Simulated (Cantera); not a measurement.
Input: 1 mol TiO2, 2.1 mol C, 0.12 mol H2, equilibrated at 1773.15 K and 1.00 Torr.

Equilibrium computed with Cantera from the NASA thermochemical tables; the gas is ideal and each condensed phase is pure. Candidate condensed phases: C, C6H6, C7H8, C8H18, H2O, Ti, TiC, TiO, TiO2, Ti2O3, Ti3O5, Ti4O7; 113 gas species. Mutual solubility and eutectic melting of coexisting phases are not modelled. TiC, TiO: taken at fixed stoichiometry. Condensed phases not in the tables: solid solutions among these carbides, nitrides and lower oxides. Rates play no part.

Task: What is the equilibrium state?

Result: 
```json
{
  "x(CO)": "0.927",
  "x(H2)": "0.0707",
  "x(H)": "0.00207",
  "x(CO2)": "1.61e-5",
  "x(TiO)": "7.32e-6",
  "x(H2O)": "4.55e-6",
  "n(TiC(s))": "0.550 mol",
  "n(TiO(s))": "0.450 mol",
  "gas_amount": "1.672 mol",
  "log10 activity of Ti2O3(s) (absent)": "-0.06",
  "log10 activity of Ti3O5(s) (absent)": "-0.77",
  "log10 activity of Ti4O7(s) (absent)": "-1.93"
}
```
